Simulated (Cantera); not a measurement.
Feed: 1 mol CS₂, 4.3 mol O₂, 0.094 mol H₂, at 0.133 bar.

Cantera equilibrium calculation (NASA polynomials, part measured and part estimated; ideal gas, pure solids and liquids). Candidate condensed phases: C, C₆H₆, C₇H₈, C₈H₁₈, H₂O, H₂SO₄, S; 123 gas species. The numbers say what is thermodynamically allowed, not how fast it happens. All values below are at 977 °C.

Base state: SO₂ 0.448, O₂ 0.283, CO₂ 0.232, H₂O 0.0218, SO₃ 0.0152 (mole fractions); condensed: gas only.

Q: What changes in the equilibrium state with this change: CS₂ replaced by H₂O?

A: 
| species | before | after |
|---|---|---|
| O₂ | 0.283 | 0.795 |
| H₂O | 0.0218 | 0.205 |
| OH | 4.78e-6 | 1.90e-5 |
| SO₂ | 0.448 | 0 |
| CO₂ | 0.232 | 0 |
| SO₃ | 0.0152 | 0 |
